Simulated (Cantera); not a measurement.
## NaCl + H2 + N2 (halide evaporation, hydrolysis and transport)

Input: 1 mol NaCl, 7.8 mol H2, 0.33 mol N2, equilibrated at 0.000220 bar.

Equilibrium computed with Cantera from the NASA thermochemical tables; the gas is ideal and each condensed phase is pure. Candidate condensed phases: NH4Cl, Na, NaCl; 17 gas species. Kinetics and transport are ignored.

| T (K) | x H2 | x H | x NaCl | x Na | x HCl | x N2 | x Cl |
|---|---|---|---|---|---|---|---|
| 1023 | 0.860 | 2.59e-7 | 0.0951 | 0.000350 | 0.000350 | 0.0364 | 9.72e-11 |
| 1123 | 0.854 | 2.65e-6 | 0.106 | 0.00103 | 0.00103 | 0.0362 | 2.84e-9 |
| 1223 | 0.852 | 1.87e-5 | 0.107 | 0.00242 | 0.00242 | 0.0361 | 4.58e-8 |
| 1323 | 0.850 | 9.86e-5 | 0.104 | 0.00495 | 0.00495 | 0.0361 | 4.81e-7 |
| 1423 | 0.846 | 0.000412 | 0.1000 | 0.00904 | 0.00903 | 0.0360 | 3.60e-6 |
| 1523 | 0.839 | 0.00143 | 0.0936 | 0.0150 | 0.0150 | 0.0358 | 2.05e-5 |
| 1623 | 0.829 | 0.00424 | 0.0850 | 0.0230 | 0.0229 | 0.0357 | 9.23e-5 |
| 1723 | 0.814 | 0.0111 | 0.0744 | 0.0327 | 0.0324 | 0.0353 | 0.000342 |
| 1823 | 0.790 | 0.0260 | 0.0622 | 0.0435 | 0.0424 | 0.0349 | 0.00106 |
| 1923 | 0.753 | 0.0551 | 0.0492 | 0.0542 | 0.0514 | 0.0341 | 0.00283 |
| 2023 | 0.697 | 0.107 | 0.0363 | 0.0635 | 0.0570 | 0.0329 | 0.00650 |
| 2123 | 0.615 | 0.190 | 0.0246 | 0.0700 | 0.0571 | 0.0312 | 0.0129 |
| 2223 | 0.504 | 0.307 | 0.0151 | 0.0725 | 0.0503 | 0.0289 | 0.0222 |
x: gas mole fraction; nothing condenses.

From 1023 K to 2223 K nothing is condensed. The main Na-bearing gas is NaCl at 1023 K and Na at 2223 K.
